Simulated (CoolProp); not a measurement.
A closed Brayton cycle with carbon dioxide: compressor inlet 323.15 K and 9 MPa, high pressure 30 MPa, turbine inlet 640 K, compressor efficiency 0.85, turbine efficiency 0.85, recuperator effectiveness 0 (on enthalpy, no pinch check). Each further row changes one setting.

Computed with CoolProp (reference Helmholtz-energy equation of state, Span 1996).

```
case                           thermal efficiency (%)  net work (kJ/kg)  compressor to turbine work  compressor exit (K)  turbine exit (K)
-----------------------------  ----------------------  ----------------  --------------------------  -------------------  ----------------
as stated                                        14.7              47.6                        0.55                414.7             520.4
turbine inlet 590 K                              13.8              35.7                        0.62                414.7             474.5
compressor inlet 333.15 K                        13.3              38.0                        0.64                436.6             520.4
high pressure 25.5 MPa                           13.4              45.4                        0.52                402.0             536.2
recuperator effectiveness 0.5                    18.2              47.6                        0.55                414.7             520.4
```
